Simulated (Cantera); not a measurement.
A closed system holds: 1 mol CH₃SiH₃, 0.07 mol C₂H₂, 1.8 mol H₂, 0.096 mol CH₄, equilibrated at 2023.15 K and 1000 Pa.

Equilibrium computed with Cantera from the NASA thermochemical tables; the gas is ideal and each condensed phase is pure. Candidate condensed phases: C, C₆H₆, C₇H₈, C₈H₁₈, Si, SiC; 87 gas species. The feed counts by its element totals alone. The numbers say what is thermodynamically allowed, not how fast it happens.

Base state: H₂ 0.980, H 0.0188, C₂H₂ (acetylene) 0.000876, Si 0.000340, SiH 2.16e-5, SiC₂ 1.57e-5, Si₂C 1.03e-5 (mole fractions); condensed: C(graphite) + SiC(s).

What changes in the equilibrium state with this change: temperature from 2023.15 K to 1650 K?


```tsv
species	before	after
H₂	0.980	0.999
H	0.0188	0.000908
C₂H₂ (acetylene)	0.000876	4.56e-5
Si	0.000340	3.33e-7
SiC₂	1.57e-5	1.86e-9
Si₂C	1.03e-5	1.47e-9
SiH	2.16e-5	6.07e-8
CH₄	3.84e-6	1.33e-5
C(graphite), mol	0.229	0.235
SiC(s), mol	0.998	1.000
```

What changes in the equilibrium state with this change: pressure from 1000 Pa to 3300 Pa?


| species | before | after |
|---|---|---|
| H₂ | 0.980 | 0.989 |
| H | 0.0188 | 0.0104 |
| C₂H₂ (acetylene) | 0.000876 | 0.000884 |
| Si | 0.000340 | 0.000103 |
| CH₄ | 3.84e-6 | 1.29e-5 |
| SiC₂ | 1.57e-5 | 4.75e-6 |
| Si₂C | 1.03e-5 | 3.11e-6 |
| SiH | 2.16e-5 | 1.20e-5 |
| C(graphite), mol | 0.229 | 0.228 |
| SiC(s), mol | 0.998 | 0.999 |

What changes in the equilibrium state with this change: 0.077 mol O₂ added?


```
species             before     after
----------------  --------  --------
H₂                   0.980     0.951
CO                       0    0.0290
H                   0.0188    0.0185
SiO                      0  0.000284
Si                0.000340  0.000340
C₂H₂ (acetylene)  0.000876  0.000850
SiH                2.16e-5   2.13e-5
SiC₂               1.57e-5   1.57e-5
Si₂C               1.03e-5   1.03e-5
C(graphite), mol     0.229    0.0779
SiC(s), mol          0.998     0.996
```
Further candidate phases: H₂O, SiO₂.
